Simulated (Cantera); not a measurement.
Charge: 1 mol CaCl₂, 1 mol H₂O, 140 mol N₂, at 1323 K and 0.110 Pa.

Method: chemical equilibrium by Gibbs-energy minimisation in Cantera with the NASA 1993 tables (ideal gas, pure condensed phases). Candidate condensed phases: Ca, CaCl₂, CaO, Ca(OH)₂, H₂O, NH₄Cl; 36 gas species. Condensed phases not in the tables: oxide chlorides. Kinetics and transport are ignored.

Question: What is the equilibrium state?

Answer: 
| Quantity | Value |
|---|---|
| x(N₂) | 0.986 |
| x(HCl) | 0.00862 |
| x(CaCl₂) | 0.00242 |
| x(H₂O) | 0.00241 |
| x(Cl) | 0.000626 |
| x(H₂) | 0.000305 |
| x(H) | 2.64e-5 |
| x(OH) | 3.02e-6 |
| x(NO) | 1.10e-6 |
| n(CaO(s)) | 0.657 mol |
| gas amount | 142.0 mol |
| log10 activity of CaCl₂(l) (absent) | -4.53 |
| log10 activity of Ca(l) (absent) | -13.56 |
